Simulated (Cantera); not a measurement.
A perfectly stirred reactor is fed with 9.03 % CH₄, 0.379 % H₂, 19.1 % O₂, 71.5 % N₂, equivalence ratio 0.96, at 0.987 atm; it is adiabatic with a 575 K inlet, and is followed from long to short residence time, starting on the burning branch (τ in s: 0.11, 0.052, 0.025, 0.012, 0.006, 0.0029, 0.0014, 0.00069, 0.00033, 0.00016, 7.9e-05, 3.8e-05, 1.9e-05).

Cantera simulation using GRI-Mech 3.0 (53 species, 325 reactions); the numbers are that mechanism's predictions, not measurements.

x: mole fraction; the columns are a selection and need not sum to one.

| τ (s) | T (K) | x CH₄ | x H₂ | x O₂ | x H₂O₂ | x OH | x HO₂ | x CH₃ |
|---|---|---|---|---|---|---|---|---|
| 0.11 | 2331 | 1.82e-6 | 0.00433 | 0.0128 | 9.63e-8 | 0.00572 | 1.50e-6 | 1.02e-6 |
| 0.052 | 2325 | 3.62e-6 | 0.00456 | 0.0134 | 9.85e-8 | 0.00596 | 1.58e-6 | 2.00e-6 |
| 0.025 | 2313 | 6.84e-6 | 0.00500 | 0.0143 | 1.02e-7 | 0.00633 | 1.70e-6 | 3.71e-6 |
| 0.012 | 2292 | 1.24e-5 | 0.00574 | 0.0155 | 1.07e-7 | 0.00690 | (withheld) | 6.53e-6 |
| 0.0060 | 2261 | 2.10e-5 | 0.00680 | 0.0171 | 1.17e-7 | 0.00762 | (withheld) | 1.06e-5 |
| 0.0029 | 2218 | 3.60e-5 | 0.00827 | 0.0191 | 1.35e-7 | 0.00847 | (withheld) | 1.70e-5 |
| 0.0014 | 2164 | 6.24e-5 | 0.0100 | 0.0214 | 1.64e-7 | 0.00929 | (withheld) | 2.73e-5 |
| 0.00069 | 2106 | 0.000110 | 0.0118 | 0.0239 | 2.03e-7 | 0.00990 | (withheld) | 4.41e-5 |
| 0.00033 | 2040 | 0.000207 | 0.0136 | 0.0268 | 2.58e-7 | 0.0102 | (withheld) | 7.56e-5 |
| 0.00016 | 1973 | 0.000417 | 0.0152 | 0.0304 | 3.30e-7 | 0.00998 | (withheld) | 0.000137 |
| 7.9e-5 | 1902 | 0.000938 | 0.0166 | 0.0359 | 4.21e-7 | 0.00900 | (withheld) | 0.000275 |
| 3.8e-5 | 575 | 0.0903 | 0.00379 | 0.191 | <1e-12 | <1e-12 | <1e-12 | <1e-12 |
| 1.9e-5 | 575 | 0.0903 | 0.00379 | 0.191 | <1e-12 | <1e-12 | <1e-12 | <1e-12 |

Q: Some entries are withheld; supply them.

A: 
- 0.012, x HO₂: 1.91e-6
- 0.0060, x HO₂: 2.25e-6
- 0.0029, x HO₂: 2.86e-6
- 0.0014, x HO₂: 3.85e-6
- 0.00069, x HO₂: 5.27e-6
- 0.00033, x HO₂: 7.42e-6
- 0.00016, x HO₂: 1.07e-5
- 7.9e-5, x HO₂: 1.71e-5
